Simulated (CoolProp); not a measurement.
A single-stage vapour-compression cycle with the fluid: evaporating at 235.15 K (dew point), condensing at 293.15 K (bubble point), superheat 5 K, subcooling 5 K, compressor efficiency 0.65, no pressure losses. The same conditions are run with several fluids, on thermodynamics alone (safety and materials aside).

The numbers come from the reference Helmholtz-energy equation of state of each fluid (R22: Kamei 1995; isobutane: Bücker 2006; R124: de Vries 1995; carbonyl sulfide: Lemmon 2006; R134a: Tillner-Roth 1994; ethane: Bücker 2006) in CoolProp.

```
fluid             cooling COP  pressure ratio  discharge temperature (K)  refrigerating effect (kJ/kg)  volumetric capacity (kJ/m³)
----------------  -----------  --------------  -------------------------  ----------------------------  ---------------------------
R22                      2.12            7.89                      372.3                           174                          903
isobutane                2.15            9.52                      325.2                           276                          259
R124                     2.13            11.1                      327.8                           124                          254
carbonyl sulfide         2.12            6.55                      404.7                           237                         1280
R134a                    2.12            10.1                      338.6                           159                          473
ethane                   1.68            4.54                      345.3                           244                         3530
```
